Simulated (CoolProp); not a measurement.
Properties of ammonia along the isobar 0.101 MPa (Tc = 132.4 °C, pc = 11.36 MPa, ω = 0.256).

Values from CoolProp's reference Helmholtz-energy equation of state, Gao 2020.

| T (°C) | phase | Z | Joule-Thomson coefficient (K/MPa) | isothermal compressibility (1/MPa) | Prandtl number |
|---|---|---|---|---|---|
| 72.45 | gas | 0.9941 | 16.79 | 9.960 | 0.873 |
| 84.55 | gas | 0.9948 | 15.02 | 9.953 | 0.871 |
| 96.55 | gas | 0.9954 | 13.54 | 9.947 | 0.868 |
| 108.65 | gas | 0.9959 | 12.26 | 9.942 | 0.864 |
| 120.65 | gas | 0.9963 | 11.17 | 9.938 | 0.861 |
| 132.65 | gas | 0.9967 | 10.22 | 9.934 | 0.857 |
| 144.75 | gas | 0.9970 | 9.379 | 9.930 | 0.852 |
| 156.75 | gas | 0.9973 | 8.641 | 9.928 | 0.848 |
| 168.85 | gas | 0.9976 | 7.979 | 9.925 | 0.844 |
| 180.85 | gas | 0.9978 | 7.391 | 9.923 | 0.841 |
| 192.95 | gas | 0.9980 | 6.859 | 9.921 | 0.837 |
| 204.95 | gas | 0.9982 | 6.383 | 9.919 | 0.834 |
| 217.05 | gas | 0.9984 | 5.949 | 9.917 | 0.831 |

Viscosity comes from a separate model (Fenghour 1995). Thermal conductivity comes from a separate model (Tufeu 1984).
